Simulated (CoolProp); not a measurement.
Vapour-liquid equilibrium of benzene (1) + toluene (2) at 223.55 °C; x and y are mole fractions of (1).

Values from CoolProp's multi-fluid Helmholtz-energy mixture model, Thol 2012 and Lemmon 2006; pair parameters Bell 2016.

Task: Give the bubble pressure and the first vapour's composition at x = 0.5, 0.65, 0.95. Is there an azeotrope?

Result: x = 0.5: 1563 kPa, y = 0.607; x = 0.65: 1707 kPa, y = 0.740; x = 0.95: 2011 kPa, y = 0.966. No azeotrope shows between x = 0.05 and 0.95.

Pair parameters are fitted to limited data, so mixtures are less certain than the pure fluids.
